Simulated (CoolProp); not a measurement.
Saturation properties of hexamethyldisiloxane (MM).

The numbers come from the reference Helmholtz-energy equation of state, Thol 2016 in CoolProp.

```csv
T (°C),p (MPa),vapour density (kg/m³),enthalpy of vaporisation (kJ/kg),surface tension (mN/m)
74.05,0.04375,2.550,206.1,11.2
86.15,___,3.732,200.1,10.2
98.35,0.09513,5.324,193.8,9.22
110.55,0.1344,7.413,187.3,8.26
122.65,0.1846,10.09,180.5,___
134.85,0.2487,13.52,173.2,6.42
147.05,0.3286,17.87,165.5,5.53
159.15,0.4256,___,157.2,4.68
171.35,0.5440,30.24,148.1,3.86
183.55,0.6860,39.04,138.0,3.07
195.65,0.8534,50.29,126.8,2.33
207.85,1.053,65.30,113.7,1.63
220.05,1.288,86.18,97.75,0.994
```

What belongs in the gaps?


- 86.15, p (MPa): 0.06545
- 122.65, surface tension (mN/m): 7.33
- 159.15, vapour density (kg/m³): 23.31

It boils at 100.5 °C under 1 atm.

Surface tension comes from a separate correlation (Mulero 2014), older than this fluid's equation and unchecked against measurements.
